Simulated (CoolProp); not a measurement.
CH3F (R41) at several states: density (kg/m³) from the reference equation and from simpler models built on Tc = 44.1 °C, pc = 59.06 bar, ω = 0.200; each cubic takes its own stable root.

Model: reference Helmholtz-energy equation of state, Lemmon 2006, in CoolProp. It is a short technical equation, of lower accuracy than the large ones.

```tsv
T (°C)	p (bar)	phase	reference	Redlich-Kwong	Soave-Redlich-Kwong
-113.85	44.6	liquid	955.5	744.4	754.0
13.55	0.335	gas	0.4798	0.4795	0.4796
44.05	232	liquid	650.3	513.4	513.4
-64.85	0.424	gas	0.8441	0.8398	0.8403
101.45	0.261	gas	0.2855	0.2855	0.2854
```
